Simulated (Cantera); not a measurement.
A perfectly stirred reactor is fed with 53.1 % H₂, 29.5 % O₂, 17.4 % N₂, at 0.940 bar; it is held at 1300 K, and followed from long to short residence time.

Model: the H2/O2 subset of GRI-Mech 3.0, which has no nitrogen chemistry, integrated in Cantera. The temperature is held fixed by assumption; the heat of reaction is taken as removed at once.

One state of this run: x H₂ = 0.00770; x O₂ = 0.0436; x O = 0.000159; x HO₂ = 8.13e-5; x H₂O = 0.711; x OH = 0.000853. x: mole fraction; the columns are a selection and need not sum to one.

Q: Which value of τ (s) does it belong to?
A. 1.0
B. 0.0033
C. 0.0085
D. 0.058

A: C, 0.0085
